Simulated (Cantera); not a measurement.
Charge: 1 mol Cu, 0.01 mol CO2, a varied amount of H2, at 1373.15 K and 0.195 Torr.

Method: chemical equilibrium by Gibbs-energy minimisation in Cantera with the NASA 1993 tables (ideal gas, pure condensed phases). Candidate condensed phases: C, C6H6, C7H8, C8H18, Cu, CuO, Cu(OH)2, Cu2O, H2O; 113 gas species. Equilibrium is a limit: real reactors are often held back by kinetics, nucleation or transport.

x: gas mole fraction; n: condensed amount in mol.

| n(H2) (mol) | x H2 | x CO | x H2O | x Cu | x H | x CO2 | n Cu(l) |
|---|---|---|---|---|---|---|---|
| 2.6 | 0.989 | 0.00381 | 0.00381 | 0.00305 | 0.000206 | 7.13e-6 | 0.992 |
| 4.5 | 0.992 | 0.00221 | 0.00221 | 0.00305 | 0.000206 | 2.38e-6 | 0.986 |
| 7.8 | 0.994 | 0.00128 | 0.00128 | 0.00305 | 0.000206 | 7.94e-7 | 0.976 |
| 14 | 0.995 | ? | ? | 0.00305 | 0.000206 | ? | 0.957 |
| 24 | 0.996 | ? | ? | 0.00305 | 0.000207 | ? | 0.927 |
| 41 | 0.996 | 0.000243 | 0.000243 | 0.00305 | 0.000207 | 2.88e-8 | 0.875 |
| 72 | 0.996 | 0.000138 | 0.000138 | 0.00305 | 0.000207 | 9.33e-9 | 0.780 |
| 130 | 0.997 | 7.67e-5 | 7.67e-5 | 0.00305 | 0.000207 | 2.86e-9 | 0.602 |
| 220 | 0.997 | 4.53e-5 | 4.53e-5 | 0.00305 | 0.000207 | 1.00e-9 | 0.327 |

**Question.** Fill in the missing entries.

**Answer.** 
- 14, x CO: 0.000711
- 14, x H2O: 0.000711
- 14, x CO2: 2.47e-7
- 24, x CO: 0.000415
- 24, x H2O: 0.000415
- 24, x CO2: 8.40e-8
